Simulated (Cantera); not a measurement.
What does this Cantera script print?

```python
import numpy as np
import cantera as ct

gas_names = """
    Electron C C+ C- CH CH+ CH2 CH3 CH2OH CH3O CH4 CH3OH CO CO+ CO2 CO2+ COOH C2 C2+ C2- C2H CHCO,ketyl
    C2H2,acetylene C2H2,vinylidene CH2CO,ketene C2H3,vinyl CH3CO,acetyl C2H4 C2H4O,ethylen
    CH3CHO,ethanal CH3COOH (HCOOH)2 C2H5 C2H6 CH3OCH3 C2H5OH C2O C3 C3H3,propargyl C3H4,allene
    C3H4,propyne C3H4,cyclo- C3H5,allyl C3H6,propylene C3H6,cyclo- C3H6O C3H7,n-propyl C3H7,i-propyl
    C3H8 C3H8O,1propanol C3H8O,2propanol C3O2 C4 C4H2 C4H4,1,3-cyclo- C4H6,butadiene C4H6,2-butyne
    C4H6,cyclo- C4H8,1-butene C4H8,cis2-buten C4H8,tr2-butene C4H8,isobutene C4H8,cyclo- (CH3COOH)2
    C4H9,n-butyl C4H9,i-butyl C4H9,s-butyl C4H9,t-butyl C4H10,isobutane C4H10,n-butane C5 C5H6,1,3cyclo-
    C5H8,cyclo- C5H10,1-pentene C5H10,cyclo- C5H11,pentyl C5H11,t-pentyl C5H12,n-pentane C5H12,i-pentane
    CH3C(CH3)2CH3 C6H2 C6H5,phenyl C6H5O,phenoxy C6H6 C6H5OH,phenol C6H10,cyclo- C6H12,1-hexene
    C6H12,cyclo- C6H13,n-hexyl C7H7,benzyl C7H8 C7H8O,cresol C7H14,1-heptene C7H15,n-heptyl
    C7H16,n-heptane C8H8,styrene C8H10,ethylbenz C8H16,1-octene C8H17,n-octyl C8H18,isooctane
    C8H18,n-octane C9H19,n-nonyl C10H8,naphthale C10H21,n-decyl C12H9,o-bipheny C12H10,bipheny H H+ H-
    HCO HCO+ HO2 H2 H2+ H2- HCHO,formaldehy HCOOH H2O H2O+ H2O2 H3O+ O O+ O- OH OH+ OH- O2 O2+ O2- O3
""".split()
cond_names = """
    C(gr) C6H6(L) C7H8(L) C8H18(L),n-octa H2O(s) H2O(L)
""".split()


def load(file, names, dense=False):
    # The tables refer to 1 bar. Condensed volumes are neglected.
    table = {s.name: s for s in ct.Species.list_from_file(file)}
    out = []
    for n in names:
        d = dict(table[n].input_data)
        d["thermo"] = dict(d["thermo"], **{"reference-pressure": 1e5})
        if dense:
            d["equation-of-state"] = {"model": "constant-volume", "density": "1e6 g/cm^3"}
        out.append(ct.Species.from_dict(d))
    return out


gas = ct.Solution(thermo="ideal-gas", species=load("nasa_gas.yaml", gas_names))
cond = {s.name: ct.Solution(thermo="fixed-stoichiometry", species=[s], name=s.name)
        for s in load("nasa_condensed.yaml", cond_names, dense=True)}
atoms = {
    'acetone': {'C': 3, 'H': 6, 'O': 1},
    'H2': {'H': 2},
}
top_T = {'C(gr)': 4500}  # K; cautious upper limits of use, not melting points


def equilibrate(T, P, feed):
    n = {}
    for name, mol in feed.items():
        for a, k in atoms[name].items():
            n[a] = n.get(a, 0.0) + k * mol
    gas.TPX = T, P, n
    mass = sum(n.values()) * gas.mean_molecular_weight
    gas.equilibrate("TP")
    valid = [c for c in cond.values() if c.min_temp <= T <= top_T.get(c.name, c.max_temp)]
    mix = ct.Mixture([(gas, mass / gas.mean_molecular_weight)] + [(c, 0.0) for c in valid])
    mix.T, mix.P = T, P
    mix.equilibrate("TP", solver="vcs", rtol=1e-11, max_steps=5000)
    return mix


results = []
feed = {'acetone': 1, 'H2': 2.7}  # mol
P = 100000  # Pa
for T in [3000, 3250, 3500, 3750, 4000, 4250, 4500, 4750, 5000]:
    mix = equilibrate(T, P, feed)
    results.append((T, P, feed, dict(zip(mix.species_names, mix.species_moles))))
    x = sorted(zip(gas.X, gas.species_names), reverse=True)
    print(f"T = {T:g} K  P = {P:g} Pa  gas = {mix.phase_moles(0):.4g} mol")
    print("   x: " + "  ".join(f"{s} {v:.3e}" for v, s in x if v > 1e-05))
    print("   condensed (mol): " + ("  ".join(f"{mix.phase(i).name} {mix.phase_moles(i):.4g}"
          for i in range(1, mix.n_phases) if mix.phase_moles(i) > 1e-12) or "none"))
```

Result:

```
T = 3000 K  P = 100000 Pa  gas = 7.176 mol
   x: H2 6.842e-01  CO 1.394e-01  H 1.306e-01  C2H2,acetylene 4.256e-02  C2H 1.396e-03  C4H2 1.105e-03  C3 3.120e-04  C2H2,vinylidene 1.342e-04  CH3 1.104e-04  C 5.068e-05  CH2 4.901e-05  CH4 3.651e-05  C2 3.169e-05  C6H2 3.042e-05  CH 1.883e-05  C3H3,propargyl 1.621e-05  C2H3,vinyl 1.069e-05
   condensed (mol): C(gr) 1.324
T = 3250 K  P = 100000 Pa  gas = 7.674 mol
   x: H2 5.493e-01  H 2.379e-01  CO 1.303e-01  C2H2,acetylene 6.666e-02  C2H 6.891e-03  C3 3.622e-03  C4H2 3.376e-03  C 4.545e-04  C2 3.866e-04  C2H2,vinylidene 3.569e-04  C6H2 1.827e-04  C5 1.333e-04  CH2 1.243e-04  CH3 1.187e-04  CH 1.035e-04  C3H3,propargyl 3.190e-05  C4 2.375e-05  CH4 1.854e-05  C2H3,vinyl 1.820e-05
   condensed (mol): C(gr) 0.651
T = 3500 K  P = 100000 Pa  gas = 8.576 mol
   x: H2 4.038e-01  H 3.752e-01  CO 1.166e-01  C2H2,acetylene 5.956e-02  C2H 1.743e-02  C3 1.665e-02  C4H2 3.660e-03  C 2.462e-03  C2 2.250e-03  C5 7.657e-04  C2H2,vinylidene 4.996e-04  CH 3.475e-04  C6H2 2.420e-04  CH2 2.020e-04  C4 1.605e-04  CH3 8.735e-05  C3H3,propargyl 2.699e-05  C2H3,vinyl 1.643e-05
   condensed (mol): none
T = 3750 K  P = 100000 Pa  gas = 9.791 mol
   x: H 5.287e-01  H2 2.782e-01  CO 1.021e-01  C2H2,acetylene 2.718e-02  C3 2.592e-02  C2H 2.060e-02  C 7.950e-03  C2 5.767e-03  C4H2 1.102e-03  C5 8.089e-04  CH 7.034e-04  C2H2,vinylidene 3.349e-04  C4 2.623e-04  CH2 2.064e-04  C6H2 4.849e-05  CH3 4.265e-05
   condensed (mol): none
T = 4000 K  P = 100000 Pa  gas = 11.07 mol
   x: H 6.548e-01  H2 1.687e-01  CO 9.035e-02  C3 2.703e-02  C 1.977e-02  C2H 1.739e-02  C2 1.045e-02  C2H2,acetylene 9.171e-03  CH 1.067e-03  C5 4.790e-04  C4 2.558e-04  C4H2 2.056e-04  C2H2,vinylidene 1.576e-04  CH2 1.573e-04  CH3 1.564e-05  C2O 1.054e-05
   condensed (mol): none
T = 4250 K  P = 100000 Pa  gas = 12.16 mol
   x: H 7.327e-01  H2 9.311e-02  CO 8.219e-02  C 4.026e-02  C3 2.119e-02  C2 1.463e-02  C2H 1.151e-02  C2H2,acetylene 2.510e-03  CH 1.300e-03  C5 1.893e-04  C4 1.727e-04  CH2 9.663e-05  C2H2,vinylidene 5.762e-05  C4H2 2.769e-05  C2O 1.139e-05
   condensed (mol): none
T = 4500 K  P = 100000 Pa  gas = 13.01 mol
   x: H 7.685e-01  CO 7.683e-02  C 6.837e-02  H2 4.939e-02  C2 1.609e-02  C3 1.255e-02  C2H 6.164e-03  CH 1.327e-03  C2H2,acetylene 5.829e-04  C4 8.105e-05  CH2 5.080e-05  C5 4.973e-05  C2H2,vinylidene 1.725e-05  C2O 1.121e-05
   condensed (mol): none
T = 4750 K  P = 100000 Pa  gas = 13.61 mol
   x: H 7.803e-01  C 9.675e-02  CO 7.343e-02  H2 2.651e-02  C2 1.358e-02  C3 5.373e-03  C2H 2.660e-03  CH 1.159e-03  C2H2,acetylene 1.162e-04  C4 2.484e-05  CH2 2.379e-05  O 1.962e-05
   condensed (mol): none
T = 5000 K  P = 100000 Pa  gas = 13.98 mol
   x: H 7.840e-01  C 1.168e-01  CO 7.147e-02  H2 1.486e-02  C2 9.101e-03  C3 1.728e-03  C2H 9.647e-04  CH 8.983e-04  O 6.425e-05  C2H2,acetylene 2.088e-05  Electron 2.043e-05  C+ 1.936e-05  CH2 1.041e-05
   condensed (mol): none
```

These are equilibrium values from Cantera (NASA tables, ideal gas, pure condensed phases), not measurements of a reactor. The feed counts by its element totals alone.
